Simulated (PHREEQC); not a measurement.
**Polishing slurry liquid**

Solution (20 °C): 150 mmol/kgw K2CO3. Closed to the air; pH follows from the charge balance.

Model: ion-association model, phreeqc.dat, run in PHREEQC.

Each row changes one thing in this solution. Precipitation was switched off in this run.

```
case                                 pH  ionic strength (mol/kgw)  HCO3- (mol/kgw)  CO2 (mol/kgw)
--------------------------------  -----  ------------------------  ---------------  -------------
as made                           11.53                     0.447          0.00355        1.62e-8
0.0027 mol/kgw LiOH added         11.69                     0.450          0.00246        7.71e-9
diluted 10-fold with water        11.18                    0.0437          0.00126        1.66e-8
diluted 2-fold with water         11.43                     0.222          0.00261        1.66e-8
K2CO3 from 0.15 to 0.165 mol/kgw  11.54                     0.491          0.00370        1.61e-8
temperature from 20 to 10 °C      11.77                     0.447          0.00267        8.38e-9
temperature from 20 to 75 °C      10.62                     0.436           0.0137        4.27e-7
```

Away from 25 °C the constants follow the database's enthalpies or fits; those with neither stay at their 25 °C values.
